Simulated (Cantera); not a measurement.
Charge: 1 mol Si3N4, 0.041 mol N2O, 2.7 mol H2, equilibrated at 1850 K and 0.0100 bar.

Cantera equilibrium calculation (NASA polynomials, part measured and part estimated; ideal gas, pure solids and liquids). Candidate condensed phases: H2O, Si, SiO2, Si2N2O, Si3N4; 35 gas species. The tables' values for SiN are old estimates; treat these amounts as uncertain. Gases not in the tables: Si2H6 and higher silanes. Equilibrium is a limit: real reactors are often held back by kinetics, nucleation or transport.

Base state: H2 0.561, N2 0.426, SiO 0.00855, H 0.00404, Si 0.000645, SiH 4.79e-5, Si2N 2.46e-5, SiH2 2.37e-5 (mole fractions); condensed: Si(l).

Q: What changes in the equilibrium state with this change: N2O from 0.041 to 0.46 mol?

A: 
```csv
species,before,after
H2,0.561,0.477
N2,0.426,0.437
SiO,0.00855,0.0816
SiH2,2.37e-5,2.01e-5
H,0.00404,0.00372
"Si(l), mol",2.96,2.54
```
